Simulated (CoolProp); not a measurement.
Vapour-liquid equilibrium of hydrogen sulfide (1) + propane (2) at -37.65 °C; x and y are mole fractions of (1).

Model: multi-fluid Helmholtz-energy mixture model, Lemmon 2006 and Lemmon 2009; pair parameters Kunz 2012, in CoolProp.

| x | bubble pressure, mixture model (kPa) | bubble pressure, Raoult's law (kPa) | y, mixture model | y, Raoult's law |
|---|---|---|---|---|
| 0.05 | 161.7 | 130.8 | 0.266 | 0.108 |
| 0.15 | 217.7 | 146.8 | 0.493 | 0.289 |
| 0.25 | 253.1 | 162.8 | 0.593 | 0.434 |
| 0.35 | 275.3 | 178.7 | 0.650 | 0.553 |
| 0.45 | 289.1 | 194.7 | ___ | 0.653 |
| 0.55 | 297.9 | 210.7 | 0.716 | 0.738 |
| 0.65 | ___ | 226.7 | 0.743 | 0.810 |
| 0.75 | 306.6 | 242.6 | 0.775 | 0.873 |
| 0.85 | 306.0 | 258.6 | 0.822 | 0.929 |
| 0.95 | ___ | 274.6 | 0.914 | 0.978 |

What belongs in the gaps?


- 0.45, y, mixture model: 0.688
- 0.65, bubble pressure, mixture model (kPa): 303.5
- 0.95, bubble pressure, mixture model (kPa): 295.8

The largest gap from Raoult's law is +55.5 % in bubble pressure, at x = 0.25. y crosses x between x = 0.75 and 0.85: the model has an azeotrope there.

The pair parameters rest on a limited set of measurements; away from them the model extrapolates. With so large a gap from Raoult's law the liquid may split in two, which this calculation doesn't test in full.
